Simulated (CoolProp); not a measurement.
Vapour-liquid equilibrium of propane (1) + isobutane (2) at 0.955 MPa; x and y are mole fractions of (1).

Computed with CoolProp (multi-fluid Helmholtz-energy mixture model, Lemmon 2009 and Bücker 2006; pair parameters Kunz 2012).

Give the bubble temperature and the first vapour's composition at x = 0.15, 0.75, 0.85. Is there an azeotrope?

x = 0.15: 329.7 K, y = 0.257; x = 0.75: 306.0 K, y = 0.867; x = 0.85: 302.8 K, y = 0.927. No azeotrope shows between x = 0.05 and 0.95.

Pair parameters are fitted to limited data, so mixtures are less certain than the pure fluids.
